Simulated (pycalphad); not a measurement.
CALPHAD calculation (pycalphad, COST 507 light-alloy database (1999)), 1 atm. The data set is of 1999 and partly superseded. Not assessed as a whole: an extrapolation from subsystems, which can miss ternary compounds. Amounts are mole fractions of atoms.

Q: Give the equilibrium state of Al-0.25Cu-2.87Si (at.%) at 525 K.

A: fcc, fraction 0.967, with 0.10 Cu, 0.02 Si at.%; diamond (Si), fraction 0.028, with no Cu, >99.99 Si at.%; ALCU_THETA, fraction 0.004, with 33.2 Cu, no Si at.%.

Q: Give the equilibrium state of Al-0.25Cu-2.87Si (at.%) at 700 K.

A: fcc, fraction 0.975, with 0.26 Cu, 0.36 Si at.%; diamond (Si), fraction 0.025, with no Cu, >99.99 Si at.%.

Database names, with the compositions (at.%) that they take in these runs: ALCU_THETA: Al 67 Cu 33. An entry "none" or "no" means that the model of the phase leaves that element out.
